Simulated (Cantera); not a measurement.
## Carbon deposition, reforming and gasification: toluene + CO₂

A closed system holds: 1 mol toluene, 3.3 mol CO₂, equilibrated at 18.0 mbar.

Equilibrium computed with Cantera from the NASA thermochemical tables; the gas is ideal and each condensed phase is pure. Candidate condensed phases: C, C₆H₆, C₇H₈, C₈H₁₈, H₂O; 110 gas species. Rates play no part.

From 702 °C to 2202 °C the condensed part is C(graphite). The main C-bearing gas is CO throughout. The share of C in condensed phases is highest at 702 °C (36.8 %) and lowest at 2202 °C (35.2 %).

| T (°C) | x CO | x H₂ | x H | x CO₂ | x C₂H₂ (acetylene) | x H₂O | x CH₄ | x C₂H | n C(graphite) |
|---|---|---|---|---|---|---|---|---|---|
| 702 | 0.613 | 0.378 | 5.24e-9 | 0.00650 | 2.15e-10 | 0.00250 | 0.000323 | <1e-12 | 3.79 |
| 852 | 0.622 | 0.377 | 2.03e-7 | 0.000407 | 8.66e-9 | 0.000272 | 7.39e-5 | <1e-12 | 3.71 |
| 1002 | 0.623 | 0.377 | 3.37e-6 | 4.89e-5 | 1.45e-7 | 4.93e-5 | 2.38e-5 | <1e-12 | 3.70 |
| 1152 | 0.623 | 0.377 | 3.12e-5 | 9.32e-6 | 1.33e-6 | 1.28e-5 | 9.66e-6 | <1e-12 | 3.70 |
| 1302 | 0.623 | 0.377 | 0.000190 | 2.47e-6 | 7.96e-6 | 4.34e-6 | 4.66e-6 | 1.18e-11 | 3.70 |
| 1452 | 0.622 | 0.377 | 0.000850 | 8.33e-7 | 3.47e-5 | 1.77e-6 | 2.55e-6 | 4.92e-10 | 3.70 |
| 1602 | 0.622 | 0.375 | 0.00299 | 3.38e-7 | 0.000119 | 8.38e-7 | 1.54e-6 | 1.13e-8 | 3.70 |
| 1752 | 0.620 | 0.371 | 0.00874 | 1.57e-7 | 0.000336 | 4.40e-7 | 9.85e-7 | 1.61e-7 | 3.69 |
| 1902 | 0.616 | 0.361 | 0.0219 | 8.13e-8 | 0.000807 | 2.48e-7 | 6.53e-7 | 1.58e-6 | 3.68 |
| 2052 | 0.608 | 0.343 | 0.0480 | 4.54e-8 | 0.00168 | 1.46e-7 | 4.31e-7 | 1.13e-5 | 3.66 |
| 2202 | 0.594 | 0.310 | 0.0934 | 2.68e-8 | 0.00301 | 8.57e-8 | 2.70e-7 | 6.18e-5 | 3.63 |
x: gas mole fraction; n: condensed amount in mol.
